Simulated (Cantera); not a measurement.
Feed: 1 mol SiCl4, 290 mol H2, equilibrated at 100 Torr.

Method: chemical equilibrium by Gibbs-energy minimisation in Cantera with the NASA 1993 tables (ideal gas, pure condensed phases). Candidate condensed phases: Si; 19 gas species. Gases not in the tables: Si2H6 and higher silanes. Kinetics and transport are ignored.

At 1698 K, list the 5 most abundant gas species with their mole fractions, and the condensed phases.

H2 0.986, HCl 0.0125, SiCl2 0.000572, H 0.000393, SiH2 1.38e-5. Condensed: Si(l).
